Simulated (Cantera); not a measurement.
Mixture: 4.01 % CH4, 17.4 % O2, 78.6 % N2, at 0.580 bar, adiabatic and at constant pressure. Ignition delay is the time to a rise of 400 K.

Computed with Cantera and GRI-Mech 3.0 (53 species, 325 reactions).

Q: Predict: delay at 1000 K; delay at 1150 K; delay at 1300 K; delay at 1450 K; apparent activation energy between 1375 and 1525 K.

A: delay at 1000 K: 1.53 s
delay at 1150 K: 0.119 s
delay at 1300 K: 14.1 ms
delay at 1450 K: 2.58 ms
apparent activation energy between 1375 and 1525 K: 170 kJ/mol
